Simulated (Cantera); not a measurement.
An isothermal, constant-pressure homogeneous reactor starts with N2O : N2 = 1 : 0.52 (molar parts), at 1250 K and 1.30 bar.

Cantera simulation using GRI-Mech 3.0 (53 species, 325 reactions); the numbers are that mechanism's predictions, not measurements. GRI-Mech 3.0 was tuned for natural gas; its chemistry of N2O as a main component is partial and can be far from experiment. The mechanism lacks the step 2 NO + O2 → 2 NO2, which can matter for NO2 below about 1400 K. The temperature is held fixed by assumption; the heat of reaction is taken as removed at once.

x: mole fraction; the columns are a selection and need not sum to one.

```json
[
 {"t (s)": "6.00e-5", "x N2O": "0.658", "x O": "3.58e-6", "x O2": "2.88e-5", "x NO2": "5.71e-10", "x NO": "8.29e-6"},
 {"t (s)": "0.000120", "x N2O": "0.658", "x O": "3.58e-6", "x O2": "6.07e-5", "x NO2": "2.53e-9", "x NO": "1.75e-5"},
 {"t (s)": "0.000241", "x N2O": "0.658", "x O": "3.58e-6", "x O2": "0.000125", "x NO2": "1.06e-8", "x NO": "3.59e-5"},
 {"t (s)": "0.000482", "x N2O": "0.657", "x O": "3.58e-6", "x O2": "0.000253", "x NO2": "4.30e-8", "x NO": "7.28e-5"},
 {"t (s)": "0.000965", "x N2O": "0.656", "x O": "3.58e-6", "x O2": "0.000509", "x NO2": "1.69e-7", "x NO": "0.000146"},
 {"t (s)": "0.00193", "x N2O": "0.655", "x O": "3.58e-6", "x O2": "0.00102", "x NO2": "6.40e-7", "x NO": "0.000293"},
 {"t (s)": "0.00387", "x N2O": "0.652", "x O": "3.57e-6", "x O2": "___", "x NO2": "___", "x NO": "___"},
 {"t (s)": "0.00775", "x N2O": "0.646", "x O": "3.55e-6", "x O2": "0.00406", "x NO2": "7.38e-6", "x NO": "0.00116"},
 {"t (s)": "0.0155", "x N2O": "0.634", "x O": "3.52e-6", "x O2": "0.00801", "x NO2": "2.06e-5", "x NO": "0.00228"},
 {"t (s)": "0.0311", "x N2O": "0.610", "x O": "3.45e-6", "x O2": "0.0156", "x NO2": "4.86e-5", "x NO": "0.00442"},
 {"t (s)": "0.0622", "x N2O": "0.568", "x O": "3.32e-6", "x O2": "___", "x NO2": "___", "x NO": "___"},
 {"t (s)": "0.125", "x N2O": "0.495", "x O": "3.09e-6", "x O2": "0.0539", "x NO2": "0.000187", "x NO": "0.0148"},
 {"t (s)": "0.249", "x N2O": "0.384", "x O": "2.68e-6", "x O2": "0.0909", "x NO2": "0.000310", "x NO": "0.0239"},
 {"t (s)": "0.499", "x N2O": "0.247", "x O": "2.05e-6", "x O2": "0.137", "x NO2": "0.000446", "x NO": "0.0339"},
 {"t (s)": "1.00", "x N2O": "0.119", "x O": "1.25e-6", "x O2": "0.182", "x NO2": "0.000543", "x NO": "0.0410"}
]
```

Some entries are withheld; supply them.


- 0.00387, x O2: 0.00204
- 0.00387, x NO2: 2.28e-6
- 0.00387, x NO: 0.000585
- 0.0622, x O2: 0.0297
- 0.0622, x NO2: 0.000101
- 0.0622, x NO: 0.00830
